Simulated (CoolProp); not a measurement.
Carbon dioxide at 293.15 K and 2.41 MPa is throttled through a valve to 1.59 MPa with no heat exchange. Each further row changes one setting.

Model: reference Helmholtz-energy equation of state, Span 1996, in CoolProp.

| case | temperature change (K) | final density (kg/m³) |
|---|---|---|
| as stated | -9.9 | 33.1 |
| outlet pressure 0.477 MPa | -24.9 | 9.75 |
| outlet pressure 2.07 MPa | -4.0 | 43.3 |
